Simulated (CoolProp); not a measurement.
Model: reference Helmholtz-energy equation of state, Zhou 2011, in CoolProp.

Problem. For dimethyl carbonate, give the phase and the cp (kJ/(kg K)), cv (kJ/(kg K)), Joule-Thomson coefficient (K/MPa) at 285.05 °C and 0.101 MPa; 302.95 °C and 0.101 MPa.

Solution. 
- 285.05 °C and 0.101 MPa: gas; cp 1.79, cv 1.70, Joule-Thomson coefficient 6.55
- 302.95 °C and 0.101 MPa: gas; cp 1.82, cv 1.73, Joule-Thomson coefficient 6.05
